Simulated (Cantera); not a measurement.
Charge: 1 mol H2S, 0.095 mol H2, held at 0.0100 bar.

These are equilibrium values from Cantera (NASA tables, ideal gas, pure condensed phases), not measurements of a reactor. Candidate condensed phases: S; 7 gas species. Kinetics and transport are ignored. All values below are at 2125 K.

Base state: H2 0.623, S2 0.262, SH 0.0375, S 0.0352, H 0.0287, H2S 0.0137 (mole fractions); condensed: gas only.

Question: What changes in the equilibrium state with this change: 0.013 mol CH4 added?

Answer: 
```csv
species,before,after
H2,0.623,0.627
S2,0.262,0.252
SH,0.0375,0.0369
CS,0,0.00411
S,0.0352,0.0345
H2S,0.0137,0.0135
H,0.0287,0.0287
CS2,0,0.00369
```
Further candidate phases: C, C6H6, C7H8, C8H18.
